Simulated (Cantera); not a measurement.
An adiabatic, constant-pressure homogeneous reactor starts with H2 : O2 : N2 = 1 : 0.625 : 2.35 (molar parts), equivalence ratio 0.80, at 1550 K and 0.640 bar.

Computed with Cantera and GRI-Mech 3.0 (53 species, 325 reactions).

One state of this run: T (K) = 2766; x H2 = 0.0284; x O2 = 0.0357; x NO2 = 1.37e-6; x O = 0.0113; x N2O = 4.39e-7; x H2O = 0.224. x: mole fraction; the columns are a selection and need not sum to one.

Q: Which value of t (s) does it belong to?
A) 0.00139
B) 9.14e-5
C) 0.800
D) 1.49e-5

A: A, 0.00139
